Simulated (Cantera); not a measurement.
An adiabatic, constant-pressure homogeneous reactor starts with CH4 : H2 : O2 : N2 = 1 : 1.3 : 5.1 : 19.2 (molar parts), at 1550 K and 2900000 Pa.

Model: GRI-Mech 3.0 (53 species, 325 reactions), integrated in Cantera. The pressure lies above the range GRI-Mech 3.0 was tuned for (to about 10 atm).

Question: Predict: time of steepest temperature rise; temperature at 0.400 s; equilibrium temperature; x(H2) at 0.400 s; x(O2) at 0.400 s; x(NO2) at 0.400 s.

Answer: 
```json
{
 "time_of_steepest_temperature_rise": "5.49 µs",
 "temperature at 0.400 s": "2575 K",
 "equilibrium_temperature": "2575 K",
 "x(H2) at 0.400 s": "0.000666 (gas-phase equilibrium 0.000666)",
 "x(O2) at 0.400 s": "0.0847 (gas-phase equilibrium 0.0847)",
 "x(NO2) at 0.400 s": "4.51e-5 (gas-phase equilibrium 4.51e-5)"
}
```
